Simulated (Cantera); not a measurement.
AlCl₃ + N₂O + N₂ (aluminium nitride and oxide growth)

Input: 1 mol AlCl₃, 46 mol N₂O, 380 mol N₂, held at 0.133 bar.

Method: chemical equilibrium by Gibbs-energy minimisation in Cantera with the NASA 1993 tables (ideal gas, pure condensed phases). Candidate condensed phases: Al, AlCl₃, AlN, Al₂O₃; 24 gas species. Condensed phases not in the tables: AlOCl. The numbers say what is thermodynamically allowed, not how fast it happens.

| T (°C) | x N₂ | x O₂ | x Cl | x NO | n Al₂O₃(s) |
|---|---|---|---|---|---|
| 477 | 0.947 | 0.0495 | 4.29e-7 | 4.27e-7 | 0.500 |
| 677 | 0.947 | 0.0495 | 2.79e-5 | 9.33e-6 | 0.500 |
| 877 | 0.947 | 0.0494 | 0.000420 | 6.98e-5 | 0.500 |
| 1077 | 0.946 | 0.0493 | 0.00241 | 0.000287 | 0.500 |
| 1277 | 0.944 | 0.0489 | 0.00544 | 0.000819 | 0.500 |
| 1477 | 0.943 | 0.0484 | 0.00646 | 0.00183 | 0.500 |
| 1677 | 0.942 | 0.0474 | 0.00661 | 0.00346 | 0.500 |
x: gas mole fraction; n: condensed amount in mol.

From 477 °C to 1677 °C the condensed part is Al₂O₃(s).
